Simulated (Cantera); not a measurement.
Input (Python, Cantera):

```python
import numpy as np
import cantera as ct

gas = ct.Solution("gri30.yaml")
gas.TPX = 725, 79000, {'CO': 1, 'H2': 0.031, 'O2': 0.303, 'N2': 2.43, 'H2O': 0.24}
inlet = ct.Reservoir(gas, clone=True)
gas.equilibrate("HP")  # start burning
reactor = ct.IdealGasConstPressureReactor(gas, energy="on", clone=False)
exhaust = ct.Reservoir(gas, clone=True)
tau = [0.26, 0.11, 0.049, 0.021, 0.0092, 0.004, 0.0017, 0.00075, 0.00032, 0.00014, 6.1e-05, 2.6e-05, 1.1e-05][0]
for a, b in ((inlet, reactor), (reactor, exhaust)):
    ct.MassFlowController(a, b, mdot=lambda t: reactor.mass / tau)
net = ct.ReactorNet([reactor])
show = ['CO', 'H2', 'O2', 'N2O', 'H']

rows = []
print(f"{'tau/s':>10s}{'T/K':>9s}" + "".join(f"{s:>11s}" for s in show))
for tau in [0.26, 0.11, 0.049, 0.021, 0.0092, 0.004, 0.0017, 0.00075, 0.00032, 0.00014, 6.1e-05, 2.6e-05, 1.1e-05]:
    net.initial_time = 0.0
    net.advance(30 * tau)
    before = gas.X
    net.advance(40 * tau)
    drift = np.max(np.abs(gas.X - before) / (gas.X + 1e-9))
    rows.append([gas.T, *gas[show].X, drift])
    print(f"{tau:10.3e}{gas.T:9.1f}" + "".join(f"{x:11.3e}" for x in gas[show].X))
```

Result:

```
     tau/s      T/K         CO         H2         O2        N2O          H
 2.600e-01   1918.3  1.056e-01  9.406e-03  2.192e-04  8.032e-09  1.206e-03
 1.100e-01   1908.7  1.059e-01  9.438e-03  4.529e-04  1.157e-08  1.800e-03
 4.900e-02   1894.1  1.064e-01  9.514e-03  8.723e-04  1.595e-08  2.616e-03
 2.100e-02   1869.5  1.075e-01  9.676e-03  1.652e-03  2.150e-08  3.868e-03
 9.200e-03   1832.8  1.092e-01  9.943e-03  2.883e-03  2.737e-08  5.662e-03
 4.000e-03   1779.7  1.116e-01  1.031e-02  4.679e-03  3.293e-08  8.306e-03
 1.700e-03   1705.9  1.149e-01  1.066e-02  7.126e-03  3.762e-08  1.216e-02
 7.500e-04   1615.3  1.194e-01  1.068e-02  1.020e-02  4.144e-08  1.684e-02
 3.200e-04   1492.7  1.298e-01  9.577e-03  1.560e-02  4.790e-08  2.065e-02
 1.400e-04    725.0  2.498e-01  7.742e-03  7.567e-02  1.167e-19  6.103e-15
 6.100e-05    725.0  2.498e-01  7.742e-03  7.567e-02  2.969e-20  3.423e-15
 2.600e-05    725.0  2.498e-01  7.742e-03  7.567e-02  6.442e-21  1.536e-15
 1.100e-05    725.0  2.498e-01  7.742e-03  7.567e-02  1.258e-21  5.562e-16
```

Computed with Cantera and GRI-Mech 3.0 (53 species, 325 reactions).
